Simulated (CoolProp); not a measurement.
R134a at 233.34 K and 0.856 MPa flows at 18 m/s in a round tube of 25 mm bore and 15 µm roughness, fully developed (64/Re and Nu = 3.66 if laminar; Colebrook and Gnielinski if turbulent). Each further row changes one setting.

Values from CoolProp's reference Helmholtz-energy equation of state, Tillner-Roth 1994.

```tsv
case	Reynolds number	Darcy friction factor	pressure drop (Pa/m)	heat-transfer coefficient (W/(m² K))	mass flow (kg/h)
as stated	1360000	0.0177	163000	31900	45100
velocity 36 m/s	2720000	0.0176	646000	63400	90300
diameter 50 mm	2720000	0.0152	70000	28600	181000
```

Viscosity comes from a separate model (Huber 2003), an estimate that may be off by 10 % or more. Thermal conductivity comes from a separate model (McLinden 2000), an estimate that may be off by 10 % or more.
